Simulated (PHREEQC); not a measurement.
Synthetic water in mg/L, 25 °C, pH 6.63, pe 11.1:

| constituent | mg/L |
|---|---|
| Na | 5580 |
| K | 21.8 |
| Ca | 787 |
| Mg | 1200 |
| Cl | 13300 |
| S(6) as SO4 | 686 |
| Alkalinity as HCO3 | 53.8 |
| Li | 2.39 |
| Pb | 8.44 |

Valence states are taken as typed.

Equilibrium calculation in PHREEQC: ion-association model, phreeqc.dat.

| Quantity | Result |
|---|---|
| ionic strength | 0.459 mol/kgw |
| activity of water | 0.988 |
| specific conductance | 34100 µS/cm |
| density | 1.013 g/cm³ |
| charge-balance error | -1.1 % |

```
species  molality  activity   log γ
-------  --------  --------  ------
Cl-         0.383     0.251  -0.183
Na+         0.247     0.178  -0.143
Mg+2       0.0481    0.0142  -0.530
Ca+2       0.0194   0.00513  -0.578
SO4-2     0.00350  0.000745  -0.672
MgSO4     0.00223   0.00248   0.046
NaSO4-   0.000951  0.000663  -0.157
HCO3-    0.000683  0.000476  -0.157
CaSO4    0.000611  0.000679   0.046
K+       0.000567  0.000368  -0.187
Li+      0.000351  0.000250  -0.148
CO2      0.000228  0.000254   0.046
MgHCO3+  0.000120   7.91e-5  -0.183
CaHCO3+   4.37e-5   3.11e-5  -0.148
NaHCO3    4.27e-5   4.75e-5   0.046
PbCl+     2.31e-5   1.69e-5  -0.136
```

Precipitation was switched off in this run. The solution is supersaturated, for example in Cerussite, so a real one may precipitate; this is no full list.
